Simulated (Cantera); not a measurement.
Catalytic combustion on Pt

An isothermal plug-flow reactor at 625 K and 1.00 bar (inlet), inlet velocity 0.39 m/s, active area per volume 1000 1/m; feed 0.289 % H2, 4.69 % O2, 95.0 % N2, equivalence ratio 0.031.

Detailed kinetics in Cantera: Deutschmann's 1995 Pt surface mechanism with GRI-Mech 3.0 gas chemistry. Catalytic surfaces can have several steady states; this one follows from the mechanism file's or the stated starting coverage. Mass transfer to the wall is taken as infinitely fast.

```
z (m)        x H2    x O2    x H2O  θ free Pt   θ O*     θ OH*
-------  --------  ------  -------  ---------  -----  --------
0.00018   0.00117  0.0461  0.00171     0.0429  0.954   0.00326
0.00039  0.000691  0.0459  0.00220     0.0255  0.972   0.00270
0.00085  0.000361  0.0457  0.00253     0.0136  0.984   0.00206
0.0018   0.000177  0.0456  0.00271    0.00720  0.991   0.00154
0.0039    7.59e-5  0.0456  0.00281    0.00405  0.995   0.00117
0.0085    2.41e-5  0.0455  0.00287    0.00276  0.996  0.000972
0.018     3.88e-6  0.0455  0.00289    0.00235  0.997  0.000899
```
x: gas mole fraction; θ: surface coverage.
